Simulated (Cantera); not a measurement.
**Adiabatic ignition**

An adiabatic, constant-pressure homogeneous reactor starts with 16.8 % H₂, 7.64 % O₂, 73.9 % N₂, 1.66 % H₂O, at 1175 K and 5.00 bar.

Detailed kinetics in Cantera: GRI-Mech 3.0 (53 species, 325 reactions). The hydrogen kinetics of GRI-Mech 3.0 are dated; newer H2 mechanisms differ, most at raised pressure.

```json
[
 {"t (s)": "8.00e-6", "T (K)": "1175", "x H₂": "0.168", "x O₂": "0.0764", "x H₂O": "0.0166", "x HO₂": "1.27e-7", "x OH": "2.08e-9"},
 {"t (s)": "1.89e-5", "T (K)": "1175", "x H₂": "0.168", "x O₂": "0.0764", "x H₂O": "0.0166", "x HO₂": "1.32e-6", "x OH": "1.56e-8"},
 {"t (s)": "4.45e-5", "T (K)": "1176", "x H₂": "0.168", "x O₂": "0.0762", "x H₂O": "0.0168", "x HO₂": "9.46e-5", "x OH": "3.03e-6"},
 {"t (s)": "0.000105", "T (K)": "2197", "x H₂": "0.0201", "x O₂": "0.00152", "x H₂O": "0.176", "x HO₂": "1.80e-6", "x OH": "0.00357"},
 {"t (s)": "0.000247", "T (K)": "2244", "x H₂": "0.0173", "x O₂": "0.000272", "x H₂O": "0.181", "x HO₂": "2.09e-7", "x OH": "0.00147"},
 {"t (s)": "0.000583", "T (K)": "2254", "x H₂": "0.0168", "x O₂": "8.39e-5", "x H₂O": "0.182", "x HO₂": "4.67e-8", "x OH": "0.000841"},
 {"t (s)": "0.00137", "T (K)": "2256", "x H₂": "0.0167", "x O₂": "6.24e-5", "x H₂O": "0.182", "x HO₂": "3.24e-8", "x OH": "0.000738"},
 {"t (s)": "0.00324", "T (K)": "2256", "x H₂": "0.0167", "x O₂": "6.19e-5", "x H₂O": "0.182", "x HO₂": "3.21e-8", "x OH": "0.000735"},
 {"t (s)": "0.00763", "T (K)": "2255", "x H₂": "0.0167", "x O₂": "6.17e-5", "x H₂O": "0.182", "x HO₂": "3.20e-8", "x OH": "0.000734"},
 {"t (s)": "0.0180", "T (K)": "2255", "x H₂": "0.0168", "x O₂": "6.12e-5", "x H₂O": "0.182", "x HO₂": "3.18e-8", "x OH": "0.000732"},
 {"t (s)": "0.0424", "T (K)": "2255", "x H₂": "0.0168", "x O₂": "6.03e-5", "x H₂O": "0.182", "x HO₂": "3.14e-8", "x OH": "0.000728"},
 {"t (s)": "0.100", "T (K)": "2254", "x H₂": "0.0169", "x O₂": "5.97e-5", "x H₂O": "0.182", "x HO₂": "3.11e-8", "x OH": "0.000725"}
]
```
x: mole fraction; the columns are a selection and need not sum to one.

| Property | Result |
|---|---|
| time of steepest temperature rise | 58.5 µs |
| temperature at 0.100 s | 2254 K |
| equilibrium temperature | 2254 K |
| x(H₂) at 0.100 s | 0.0169 (gas-phase equilibrium 0.0169) |
| x(O₂) at 0.100 s | 5.97e-5 (gas-phase equilibrium 5.96e-5) |
| x(H₂O) at 0.100 s | 0.182 (gas-phase equilibrium 0.182) |
